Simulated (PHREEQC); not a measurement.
0.5 mol of Gypsum (CaSO4:2H2O) is brought to equilibrium with 1 kg of water holding 21 mmol/kgw Na2SO4, with rising amounts of Li2SO4, at 24 °C. Oxygen is held at 0.21 atm. CO2 from the air is kept out. Solids allowed: Gypsum. Others were left out.

Model: ion-association model, wateq4f.dat, run in PHREEQC.

| Li2SO4 added (mol) | dissolved Ca (mol/kgw) | SO4-2 (mol/kgw) | LiSO4- (mol/kgw) | NaSO4- (mol/kgw) |
|---|---|---|---|---|
| 0 | 0.0115 | 0.0254 | 0 | 0.00198 |
| 0.0208 | 0.0103 | 0.0418 | 0.00245 | 0.00273 |
| 0.0417 | 0.00965 | 0.0580 | 0.00600 | 0.00333 |
| 0.0625 | 0.00923 | 0.0736 | 0.0104 | 0.00383 |
| 0.0833 | 0.00892 | 0.0887 | 0.0154 | 0.00426 |
| 0.104 | 0.00867 | 0.103 | 0.0209 | 0.00464 |
| 0.125 | 0.00846 | 0.118 | 0.0269 | 0.00499 |
| 0.146 | 0.00827 | 0.132 | 0.0334 | 0.00532 |
| 0.167 | 0.00810 | 0.145 | 0.0403 | 0.00561 |
| 0.188 | 0.00794 | 0.159 | 0.0475 | 0.00589 |
| 0.208 | 0.00781 | 0.171 | 0.0546 | 0.00614 |
| 0.229 | 0.00767 | 0.184 | 0.0623 | 0.00639 |
| 0.25 | 0.00755 | 0.197 | 0.0704 | 0.00663 |
